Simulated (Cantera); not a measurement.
# Moist CO burnout

An isothermal, constant-pressure homogeneous reactor starts with 0.178 % CO, 6.00 % O2, 0.0394 % H2O, 93.8 % N2, equivalence ratio 0.015, at 1200 K and 10.0 bar.

Detailed kinetics in Cantera: GRI-Mech 3.0 (53 species, 325 reactions).

```tsv
t (s)	x CO	x O2	x H2O	x N2O	x H2	x H	x HO2
0.000500	0.00178	0.0600	0.000394	1.53e-10	2.64e-12	1.62e-11	6.43e-9
0.00172	0.00178	0.0600	0.000394	1.57e-9	5.51e-11	9.74e-11	6.96e-8
0.00595	0.00177	0.0600	0.000393	2.75e-8	5.66e-9	1.37e-9	8.55e-7
0.0205	0.00165	0.0600	0.000393	2.41e-7	8.48e-8	2.08e-9	1.21e-6
0.0707	0.00128	0.0598	0.000393	8.79e-7	1.13e-7	1.64e-9	1.09e-6
0.244	0.000573	0.0594	0.000394	2.07e-6	4.95e-8	7.77e-10	7.37e-7
0.841	4.41e-5	0.0592	0.000394	2.00e-6	3.10e-9	8.87e-11	1.62e-7
2.90	1.61e-8	0.0592	0.000394	1.24e-7	9.75e-12	<1e-12	9.17e-10
10.0	4.07e-11	0.0592	0.000394	2.75e-8	6.55e-12	<1e-12	5.79e-10
```
x: mole fraction; the columns are a selection and need not sum to one.

Equilibrium at this temperature and pressure: CO 4.07e-11, O2 0.0591, H2O 0.000394, N2O 2.75e-8, H2 6.56e-12, H <1e-12, HO2 5.79e-10 (gas phase only).
